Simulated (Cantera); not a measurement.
Cantera run:

```python
import numpy as np
import cantera as ct

gas_names = """
    H2
""".split()
cond_names = """
    Cu2O(s) Cu2O(L) CuO2H2(s) Cu(cr) Cu(L)
""".split()


# ... load() reads the species with a 1 bar reference pressure and builds the phases ...
species = {s.name: s for s in load("nasa_gas.yaml", gas_names) + load("nasa_condensed.yaml", cond_names)}
# Each term lists the table entries of one substance; the one whose range holds T is used.
reactions = {
    'H2(g) + 2 Cu2O = Cu(OH)2 + 3 Cu':
        [(-1, ['H2']), (-2, ['Cu2O(s)', 'Cu2O(L)']), (1, ['CuO2H2(s)']), (3, ['Cu(cr)', 'Cu(L)'])],
}


def pick(names, T):
    return next(species[n] for n in names if species[n].thermo.min_temp <= T <= species[n].thermo.max_temp)


results = []
for label, terms in reactions.items():
    print(label)
    print("     T/K   dH/kJ  dS/(J/K)   dG/kJ   log10 K")
    for T in [648, 848, 1048, 1248, 1448]:
        used = [(nu, pick(names, T)) for nu, names in terms]
        dH = sum(nu * s.thermo.h(T) for nu, s in used) / 1e6
        dS = sum(nu * s.thermo.s(T) for nu, s in used) / 1e3
        dG = dH - T * dS / 1e3
        logK = -dG * 1e6 / (ct.gas_constant * T * np.log(10))
        results.append((label, T, dH, dS, dG, logK, [s.name for _, s in used]))
        print(f"{T:8g} {dH:8.1f} {dS:8.1f} {dG:8.1f} {logK:8.2f}")
```

Output:

```
H2(g) + 2 Cu2O = Cu(OH)2 + 3 Cu
     T/K   dH/kJ  dS/(J/K)   dG/kJ   log10 K
     648   -105.0    -98.7    -41.1     3.31
     848   -102.5    -95.3    -21.7     1.33
    1048    -99.9    -92.5     -2.9     0.14
    1248    -97.7    -90.6     15.4    -0.64
    1448    -57.1    -60.7     30.8    -1.11
```

Standard-state values (1 bar) from the NASA 1993 polynomials, evaluated with Cantera. Condensed species are held in their standard states even where they would react or evaporate.
